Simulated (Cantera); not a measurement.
A closed system holds: 1 mol SiF4, 4.6 mol H2O, a varied amount of H2, held at 975 K and 20.0 Pa.

Method: chemical equilibrium by Gibbs-energy minimisation in Cantera with the NASA 1993 tables (ideal gas, pure condensed phases). Candidate condensed phases: H2O, Si, SiO2; 38 gas species. The numbers say what is thermodynamically allowed, not how fast it happens.

x: gas mole fraction; n: condensed amount in mol.

| n(H2) (mol) | x H2 | x HF | x H2O | x SiF4 | x H | x H2F2 | n SiO2(β-quartz) |
|---|---|---|---|---|---|---|---|
| 4.6 | 0.411 | 0.356 | 0.233 | 0.000376 | 5.18e-8 | 1.09e-9 | 0.996 |
| 7.1 | 0.518 | 0.291 | 0.190 | 0.000252 | 5.82e-8 | 7.29e-10 | 0.997 |
| 11 | … | … | … | … | 6.39e-8 | … | 0.997 |
| 17 | 0.720 | 0.169 | 0.110 | 8.57e-5 | 6.86e-8 | 2.46e-10 | 0.998 |
| 27 | 0.804 | 0.119 | 0.0775 | 4.24e-5 | 7.25e-8 | 1.22e-10 | 0.999 |
| 41 | 0.861 | … | … | … | 7.51e-8 | … | 0.999 |
| 64 | 0.907 | 0.0566 | 0.0368 | 9.65e-6 | 7.70e-8 | 2.76e-11 | 0.999 |

### Question
Fill in the missing entries.

### Answer

- 11, x H2: 0.625
- 11, x HF: 0.227
- 11, x H2O: 0.148
- 11, x SiF4: 0.000154
- 11, x H2F2: 4.43e-10
- 41, x HF: 0.0840
- 41, x H2O: 0.0547
- 41, x SiF4: 2.12e-5
- 41, x H2F2: 6.07e-11
